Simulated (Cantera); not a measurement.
**Thermodynamics of hydrogen reduction and annealing atmospheres, feed Al2O3 + H2 + N2**

A closed system holds: 1 mol Al2O3, 71 mol H2, 0.53 mol N2, held at 8000 Pa.

Cantera equilibrium calculation (NASA polynomials, part measured and part estimated; ideal gas, pure solids and liquids). Candidate condensed phases: Al, AlN, Al2O3, H2O; 35 gas species. Mutual solubility and eutectic melting of coexisting phases are not modelled. Condensed phases not in the tables: aluminium oxynitride. Rates play no part.

From 1448 K to 1498 K the condensed part is Al2O3(s). At 1548 K the condensed part is AlN(s) + Al2O3(s). From 1598 K to 1948 K the condensed part is Al2O3(s).

| T (K) | x H2 | x N2 | x H | x H2O | x Al | x Al2O | x AlOH | x AlH | n Al2O3(s) | n AlN(s) |
|---|---|---|---|---|---|---|---|---|---|---|
| 1448 | 0.993 | 0.00741 | 3.25e-5 | 1.57e-6 | 5.07e-9 | 1.24e-10 | 1.52e-9 | 2.12e-9 | 1.000 | 0 |
| 1498 | 0.993 | 0.00741 | 6.05e-5 | 2.03e-6 | 2.97e-8 | 1.19e-9 | 5.50e-9 | 1.02e-8 | 1.000 | 0 |
| 1548 | 0.992 | 0.00741 | 0.000108 | 2.58e-6 | 1.55e-7 | 9.76e-9 | 1.83e-8 | 4.38e-8 | 1.000 | 0.000108 |
| 1598 | 0.992 | 0.00741 | 0.000187 | 3.23e-6 | 7.26e-7 | 7.02e-8 | 5.61e-8 | 1.72e-7 | 1.000 | 0 |
| 1648 | 0.992 | 0.00741 | 0.000314 | 4.85e-6 | 2.31e-6 | 3.03e-7 | 1.46e-7 | 4.65e-7 | 1.000 | 0 |
| 1698 | 0.992 | 0.00741 | 0.000509 | 9.42e-6 | 4.50e-6 | 6.77e-7 | 3.11e-7 | 7.73e-7 | 1.000 | 0 |
| 1748 | 0.992 | 0.00741 | 0.000804 | 1.76e-5 | 8.38e-6 | 1.44e-6 | 6.32e-7 | 1.24e-6 | 1.000 | 0 |
| 1798 | 0.991 | 0.00740 | 0.00124 | 3.19e-5 | 1.50e-5 | 2.91e-6 | 1.23e-6 | 1.94e-6 | 0.999 | 0 |
| 1848 | 0.991 | 0.00740 | 0.00187 | 5.59e-5 | 2.60e-5 | 5.63e-6 | 2.31e-6 | 2.94e-6 | 0.998 | 0 |
| 1898 | 0.990 | 0.00740 | 0.00275 | 9.52e-5 | 4.37e-5 | 1.05e-5 | 4.19e-6 | 4.35e-6 | 0.997 | 0 |
| 1948 | 0.988 | 0.00739 | 0.00397 | 0.000158 | 7.13e-5 | 1.89e-5 | 7.36e-6 | 6.30e-6 | 0.996 | 0 |
x: gas mole fraction; n: condensed amount in mol.
